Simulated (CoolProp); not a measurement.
Values from CoolProp's reference Helmholtz-energy equation of state, Akasaka 2022.

Question: Give the vapour pressure (kPa), liquid density (kg/m³), vapour density (kg/m³), enthalpy of vaporisation (kJ/kg) of saturated R1233zd(E) at 321.4, 356 K.

Answer: 
```
T (K)  p (kPa)  liquid density (kg/m³)  vapour density (kg/m³)  enthalpy of vaporisation (kJ/kg)
-----  -------  ----------------------  ----------------------  --------------------------------
321.4      279                    1200                    14.9                               179
356        706                    1110                    37.3                               156
```
